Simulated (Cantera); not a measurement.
A closed system holds: 1 mol Si3N4, 16 mol Cl2, a varied amount of H2, 1.1 mol NF3, equilibrated at 1400 K and 0.133 bar.

Cantera equilibrium calculation (NASA polynomials, part measured and part estimated; ideal gas, pure solids and liquids). Candidate condensed phases: NH4Cl, Si, Si3N4; 49 gas species. Rates play no part.

Problem. Which condensed phases are stable at each of these points (n(H2) (mol)): 8.1, 19, 30, 41, 52, 62, 73, 84?

Solution. 
| n(H2) (mol) | condensed phases | Si condensed (%) |
|---|---|---|
| 8.1 | gas only | 0.0 |
| 19 | gas only | 0.0 |
| 30 | gas only | 0.0 |
| 41 | gas only | 0.0 |
| 52 | gas only | 0.0 |
| 62 | Si3N4(s) | 4.4 |
| 73 | Si3N4(s) | 13.0 |
| 84 | Si3N4(s) | 19.6 |

From 8.1 mol H2 to 52 mol H2 nothing is condensed. From 62 mol H2 to 84 mol H2 the condensed part is Si3N4(s).
